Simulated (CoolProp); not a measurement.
Vapour-liquid equilibrium of R22 (1) + R142b (2) at 939 kPa; x and y are mole fractions of (1).

Computed with CoolProp (multi-fluid Helmholtz-energy mixture model, Kamei 1995 and Lemmon 2006; pair parameters Bell 2016).

Q: Give the bubble temperature and the first vapour's composition at x = 0.05, 0.125, 0.65. Is there an azeotrope?

A: x = 0.05: 333.0 K, y = 0.102; x = 0.125: 328.9 K, y = 0.237; x = 0.65: 305.9 K, y = 0.819. No azeotrope shows between x = 0.05 and 0.95.

Pair parameters are fitted to limited data, so mixtures are less certain than the pure fluids.
